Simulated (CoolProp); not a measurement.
Computed with CoolProp (reference Helmholtz-energy equation of state, Gao 2022).

For n-perfluorohexane, give the phase and the density (kg/m³), cp (kJ/(kg K)), cv (kJ/(kg K)), fugacity coefficient at -26.35 °C and 1.01 bar; 34.15 °C and 1.01 bar.


- -26.35 °C and 1.01 bar: liquid; density 1820, cp 0.966, cv 0.774, fugacity coefficient 0.0167
- 34.15 °C and 1.01 bar: liquid; density 1650, cp 1.06, cv 0.865, fugacity coefficient 0.416
